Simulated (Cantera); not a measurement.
Charge: 1 mol SiH4, 37 mol NH3, 6.6 mol H2, equilibrated at 0.160 bar.

Equilibrium computed with Cantera from the NASA thermochemical tables; the gas is ideal and each condensed phase is pure. Candidate condensed phases: Si, Si3N4; 18 gas species. The tables' values for SiN are old estimates; treat these amounts as uncertain. Gases not in the tables: Si2H6 and higher silanes. Equilibrium is a limit: real reactors are often held back by kinetics, nucleation or transport.

x: gas mole fraction; n: condensed amount in mol.

```csv
T (K),x H2,x N2,x H,x Si,x SiH,x SiH2,n Si3N4(s),n Si(l)
1498,0.782,0.218,3.80e-5,[?],8.59e-10,1.37e-8,0.333,0
1548,0.782,0.218,6.81e-5,[?],4.21e-9,4.82e-8,0.333,0
1598,0.782,0.218,0.000118,[?],1.86e-8,1.57e-7,0.333,0
1648,0.782,0.218,0.000197,[?],7.50e-8,4.75e-7,0.333,0
1698,0.782,0.218,0.000320,[?],2.78e-7,1.34e-6,0.333,0
1748,0.782,0.218,0.000505,[?],9.56e-7,3.58e-6,0.333,0
1798,0.782,0.218,0.000778,[?],3.06e-6,9.03e-6,0.333,0
1848,0.781,0.218,0.00117,[?],9.19e-6,2.16e-5,0.332,0
1898,0.774,0.224,0.00172,[?],2.36e-5,4.46e-5,0,0.986
1948,0.774,0.224,0.00248,[?],3.93e-5,6.06e-5,0,0.977
1998,0.773,0.223,0.00352,[?],6.37e-5,8.11e-5,0,0.961
2048,0.771,0.223,0.00492,[?],0.000101,0.000107,0,0.936
2098,0.769,0.223,0.00675,[?],0.000156,0.000139,0,0.896
```

Question: Some entries are withheld; supply them.

Answer: 
- 1498, x Si: 7.50e-10
- 1548, x Si: 4.49e-9
- 1598, x Si: 2.40e-8
- 1648, x Si: 1.15e-7
- 1698, x Si: 5.05e-7
- 1748, x Si: 2.03e-6
- 1798, x Si: 7.54e-6
- 1848, x Si: 2.61e-5
- 1898, x Si: 7.68e-5
- 1948, x Si: 0.000145
- 1998, x Si: 0.000266
- 2048, x Si: 0.000472
- 2098, x Si: 0.000816
